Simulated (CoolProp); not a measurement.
Model: reference Helmholtz-energy equation of state, Zhou 2011, in CoolProp.

**Question.** Give the vapour pressure (MPa), liquid density (kg/m³), vapour density (kg/m³), liquid cp (kJ/(kg K)) of saturated dimethyl carbonate at 433, 456.8 K.

**Answer.** 
| T (K) | p (MPa) | liquid density (kg/m³) | vapour density (kg/m³) | liquid cp (kJ/(kg K)) |
|---|---|---|---|---|
| 433 | 0.620 | 867 | 17.4 | 2.17 |
| 456.8 | 0.999 | 825 | 28.0 | 2.26 |
